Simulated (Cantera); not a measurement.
An isothermal, constant-pressure homogeneous reactor starts with C2H6 : N2 = 1 : 1.1 (molar parts), at 1000 K and 1.01 bar. Integrator tolerance rtol = 1e-08.

Model: GRI-Mech 3.0 (53 species, 325 reactions), integrated in Cantera. GRI-Mech 3.0 stops at C3 and has no aromatics, soot or wall deposition, so with more carbon than oxygen in the feed, carbon stays in small species such as C2H2 where larger ones or solid carbon would form.

What does this change do: N2 1.1 to 0.37 parts?


| quantity | before | after |
|---|---|---|
| x(C2H6) at 10.0 s | 0.133 (gas-phase equilibrium 0.00318) | 0.214 (gas-phase equilibrium 0.00530) |
| x(C2H4) at 10.0 s | 0.223 (gas-phase equilibrium 0.129) | 0.286 (gas-phase equilibrium 0.192) |
| x(C2H) at 10.0 s | <1e-12 (gas-phase equilibrium <1e-12) | <1e-12 (gas-phase equilibrium <1e-12) |
| x(H2) at 10.0 s | 0.214 (gas-phase equilibrium 0.00906) | 0.272 (gas-phase equilibrium 0.0101) |
| x(CH4) at 10.0 s | 0.0229 (gas-phase equilibrium 0.404) | 0.0350 (gas-phase equilibrium 0.552) |
| x(C2H2) at 10.0 s | 0.00144 (gas-phase equilibrium 0.0275) | 0.00155 (gas-phase equilibrium 0.0366) |

What does this change do: temperature 1000 to 1748 K?


```tsv
quantity	before	after
x(C2H6) at 10.0 s	0.133 (gas-phase equilibrium 0.00318)	3.13e-6 (gas-phase equilibrium 2.40e-6)
x(C2H4) at 10.0 s	0.223 (gas-phase equilibrium 0.129)	0.00382 (gas-phase equilibrium 0.00291)
x(C2H) at 10.0 s	<1e-12 (gas-phase equilibrium <1e-12)	5.51e-7 (gas-phase equilibrium 4.17e-7)
x(H2) at 10.0 s	0.214 (gas-phase equilibrium 0.00906)	0.472 (gas-phase equilibrium 0.474)
x(CH4) at 10.0 s	0.0229 (gas-phase equilibrium 0.404)	0.0137 (gas-phase equilibrium 0.0121)
x(C2H2) at 10.0 s	0.00144 (gas-phase equilibrium 0.0275)	0.237 (gas-phase equilibrium 0.180)
```
